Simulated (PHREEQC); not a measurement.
Consider water at 55 °C with 14 mmol/kgw NH4Br and 87 mmol/kgw HCl. Closed to the air; pH follows from the charge balance.

Model: ion-association model, phreeqc.dat, run in PHREEQC.

This is a speciation only: nothing precipitates in the calculation.

Q: Estimate the pH.

A: pH 1.15.

At this temperature some constants are extrapolated from 25 °C, and those without enthalpy data are left unchanged.
